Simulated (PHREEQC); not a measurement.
Make-up at 25 °C: 47 mmol/kgw HF, 3.5 mmol/kgw NH4F and 16 mmol/kgw (NH4)2SiF6. Closed to the air; pH follows from the charge balance.

Model: ion-association model, phreeqc.dat, run in PHREEQC.

No solid was allowed to form.

Q: Order these F species by the share of F that they hold, largest first: HF2-, F-, SiF6-2, HF.

A: SiF6-2 (66 %), HF (28 %), F- (5.2 %), HF2- (1.6 %)

The pH is 2.35 and the ionic strength 0.0568 mol/kgw. SiF6-2 is the database's only silicon fluoride.
